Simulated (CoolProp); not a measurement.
Aqueous propylene glycol as a coolant, at -3 °C, 1 atm.

Values from CoolProp's Melinder's fits for secondary coolants.

```csv
mass %,freezing point (°C),cp (kJ/(kg K)),density (kg/m³),viscosity (mPa s),Prandtl number
17.5,-6.0,?,1018,4.36,36.1
23.7,-9.1,3.882,1025,5.96,51.1
30,-12.8,?,1032,?,74.1
36.3,?,3.695,1040,11.7,108
42.5,?,3.586,1046,16.2,154
48.8,-30.5,3.465,1052,22.0,?
```

**Question.** What belongs in the gaps?

**Answer.** 
- 17.5, cp (kJ/(kg K)): 3.961
- 30, cp (kJ/(kg K)): 3.794
- 30, viscosity (mPa s): 8.32
- 36.3, freezing point (°C): -17.3
- 42.5, freezing point (°C): -23.0
- 48.8, Prandtl number: 216
